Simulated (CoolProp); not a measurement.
Vapour-liquid equilibrium of R1234ze(E) (1) + n-pentane (2) at -33.65 °C; x and y are mole fractions of (1).

Values from CoolProp's multi-fluid Helmholtz-energy mixture model, Thol 2016 and Thol 2019; pair parameters Bell 2016.

```csv
x,"bubble pressure, mixture model (kPa)","bubble pressure, Raoult's law (kPa)","y, mixture model","y, Raoult's law"
0.05,12.54,6.434,0.688,0.397
0.15,25.49,11.13,0.858,0.688
0.25,33.92,15.83,(withheld),0.806
0.35,38.98,20.52,(withheld),0.871
0.45,(withheld),25.22,0.928,0.911
0.55,43.47,29.91,0.934,0.939
0.65,44.63,34.61,0.938,0.959
0.75,45.86,39.31,0.945,0.974
0.85,47.51,44.00,0.956,0.986
0.95,49.75,48.70,0.979,0.996
```

### Question
Fill in the missing entries.

### Answer

- 0.25, y, mixture model: 0.901
- 0.35, y, mixture model: 0.919
- 0.45, bubble pressure, mixture model (kPa): 41.84

The largest gap from Raoult's law is +129.0 % in bubble pressure, at x = 0.15. No azeotrope shows between x = 0.05 and 0.95.

Pair parameters are fitted to limited data, so mixtures are less certain than the pure fluids. With so large a gap from Raoult's law the liquid may split in two, which this calculation doesn't test in full.
